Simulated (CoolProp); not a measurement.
The fluid at 293.15 K and 13.1 MPa is throttled through a valve to 0.82 MPa with no heat exchange. The same conditions are run with several fluids, on thermodynamics alone (safety and materials aside).

Values from CoolProp's reference Helmholtz-energy equation of state of each fluid (decamethyltetrasiloxane (MD2M): Thol 2017; neopentane: Lemmon 2006; water: Wagner 2002; R124: de Vries 1995; the fluoroketone C6F12O (FK-5-1-12): McLinden 2015).

Q: Rank decamethyltetrasiloxane (MD2M), neopentane, water, R124, the fluoroketone C6F12O (FK-5-1-12) by temperature change (K), highest first.

A: decamethyltetrasiloxane (MD2M) (+5.6), neopentane (+4.6), the fluoroketone C6F12O (FK-5-1-12) (+3.5), R124 (+2.8), water (+2.7)

```csv
fluid,final density (kg/m³)
decamethyltetrasiloxane (MD2M),849
neopentane,586
water,998
R124,1370
the fluoroketone C6F12O (FK-5-1-12),1610
```
